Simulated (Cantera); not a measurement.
Mixture: CH4 : O2 : N2 : H2O = 1 : 0.909 : 2.82 : 0.43 (molar parts), at 1.00 atm, adiabatic and at constant volume. Ignition delay is the time to a rise of 400 K.

Model: GRI-Mech 3.0 (53 species, 325 reactions), integrated in Cantera.

Question: What does this change do: constant pressure in place of constant volume?

Answer: 
| quantity | before | after |
|---|---|---|
| delay at 1023 K | 1.05 s | 1.10 s |
| delay at 1123 K | 0.212 s | 0.226 s |
| delay at 1223 K | 50.3 ms | 54.3 ms |
| delay at 1323 K | 13.5 ms | 14.6 ms |
| delay at 1423 K | 3.95 ms | 4.31 ms |
| delay at 1523 K | 1.28 ms | 1.40 ms |
| apparent activation energy between 1323 and 1523 K | 200 kJ/mol | 200 kJ/mol |
